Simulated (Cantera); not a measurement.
## Fluorocarbon and chlorocarbon gases: CCl₄ + HCl

Input: 1 mol CCl₄, a varied amount of HCl, held at 2298 K and 1.00 Torr.

These are equilibrium values from Cantera (NASA tables, ideal gas, pure condensed phases), not measurements of a reactor. Candidate condensed phases: C, C₆H₆, C₇H₈, C₈H₁₈; 91 gas species. Rates play no part.

```json
[
 {"n(HCl) (mol)": "0.037", "x Cl": "0.990", "x HCl": "0.00872", "x H": "0.000436", "x H₂": "2.77e-6", "x Cl₂": "0.000329", "x C₂H₂ (acetylene)": "1.18e-8", "x C₃": "1.21e-5", "n C(graphite)": "1.000"},
 {"n(HCl) (mol)": "0.072", "x Cl": "0.982", "x HCl": "0.0168", "x H": "0.000848", "x H₂": "1.04e-5", "x Cl₂": "0.000324", "x C₂H₂ (acetylene)": "4.47e-8", "x C₃": "1.21e-5", "n C(graphite)": "1.000"},
 {"n(HCl) (mol)": "0.14", "x Cl": "0.966", "x HCl": "0.0320", "x H": "0.00164", "x H₂": "3.93e-5", "x Cl₂": "0.000313", "x C₂H₂ (acetylene)": "1.68e-7", "x C₃": "1.21e-5", "n C(graphite)": "1.000"},
 {"n(HCl) (mol)": "0.28", "x Cl": "0.935", "x HCl": "0.0616", "x H": "0.00327", "x H₂": "0.000155", "x Cl₂": "0.000293", "x C₂H₂ (acetylene)": "6.64e-7", "x C₃": "1.21e-5", "n C(graphite)": "1.000"},
 {"n(HCl) (mol)": "0.54", "x Cl": "0.882", "x HCl": "0.111", "x H": "0.00622", "x H₂": "0.000563", "x Cl₂": "0.000261", "x C₂H₂ (acetylene)": "2.41e-6", "x C₃": "1.21e-5", "n C(graphite)": "1.000"},
 {"n(HCl) (mol)": "1.1", "x Cl": "0.789", "x HCl": "0.196", "x H": "0.0123", "x H₂": "0.00220", "x Cl₂": "0.000209", "x C₂H₂ (acetylene)": "9.40e-6", "x C₃": "1.21e-5", "n C(graphite)": "1.000"},
 {"n(HCl) (mol)": "2.1", "x Cl": "0.673", "x HCl": "0.298", "x H": "0.0220", "x H₂": "0.00702", "x Cl₂": "0.000152", "x C₂H₂ (acetylene)": "3.00e-5", "x C₃": "1.21e-5", "n C(graphite)": "0.999"}
]
```
x: gas mole fraction; n: condensed amount in mol.

From 0.037 mol HCl to 2.1 mol HCl the condensed part is C(graphite). The main C-bearing gas is C₃ at 0.037 mol HCl and C₂H₂ (acetylene) at 2.1 mol HCl.
